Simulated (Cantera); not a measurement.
Feed: 1 mol CO, 46 mol H2, at 377 °C.

Equilibrium computed with Cantera from the NASA thermochemical tables; the gas is ideal and each condensed phase is pure. Candidate condensed phases: C, C6H6, C7H8, C8H18, H2O; 110 gas species. The ideal-gas law is rough above about 30 bar. Equilibrium is a limit: real reactors are often held back by kinetics, nucleation or transport.

log p: log10 of the partial pressure in bar; n: condensed amount in mol.

| P (Pa) | log p H2 | log p CH4 | log p H2O | log p CO | log p CO2 | n C(graphite) |
|---|---|---|---|---|---|---|
| 10 | -4.01 | -6.60 | -6.41 | -5.81 | ___ | 0.111 |
| 100 | -3.02 | -4.78 | -4.81 | -5.36 | ___ | 0 |
| 1000 | -2.02 | -3.66 | -3.66 | -6.07 | ___ | 0 |
| 10000 | -1.02 | -2.65 | -2.65 | -7.07 | ___ | 0 |
| 100000 | -0.02 | -1.65 | -1.65 | -8.07 | ___ | 0 |
| 1000000 | 0.98 | -0.65 | -0.65 | -9.07 | ___ | 0 |
| 10000000 | 1.98 | 0.35 | 0.35 | <-10 | <-10 | 0 |

**Question.** Some entries are withheld; supply them.

**Answer.** 
- 10, log p CO2: -7.01
- 100, log p CO2: -5.96
- 1000, log p CO2: -6.52
- 10000, log p CO2: -7.51
- 100000, log p CO2: -8.51
- 1000000, log p CO2: -9.51
